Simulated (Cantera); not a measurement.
Feed: 1 mol SF₆, 0.24 mol SO₂, 6.7 mol O₂, at 0.975 Torr.

Cantera equilibrium calculation (NASA polynomials, part measured and part estimated; ideal gas, pure solids and liquids). Candidate condensed phases: S; 45 gas species. Ions and electrons are included (thermal ionisation). Rates play no part.

x: gas mole fraction; nothing condenses.

| T (°C) | x O | x F | x O₂ | x SO₂ | x S | x SO | x e- |
|---|---|---|---|---|---|---|---|
| 2227 | 0.217 | 0.409 | 0.290 | 0.0646 | 0.00134 | 0.0185 | ? |
| 2727 | 0.600 | 0.302 | 0.0365 | 0.00228 | 0.0393 | 0.0207 | ? |
| 3227 | 0.654 | 0.285 | 0.00228 | 7.50e-6 | 0.0574 | 0.00153 | ? |
| 3727 | 0.657 | 0.284 | 0.000253 | 6.95e-8 | 0.0585 | 0.000157 | ? |
| 4227 | 0.657 | 0.284 | 4.53e-5 | 1.76e-9 | 0.0585 | 2.60e-5 | ? |
| 4727 | 0.657 | 0.284 | 1.14e-5 | 9.14e-11 | 0.0577 | 6.06e-6 | ? |

Problem. Complete the blanks.

Solution. 
- 2227, x e-: 1.99e-10
- 2727, x e-: 1.31e-7
- 3227, x e-: 3.48e-6
- 3727, x e-: 3.55e-5
- 4227, x e-: 0.000218
- 4727, x e-: 0.000939
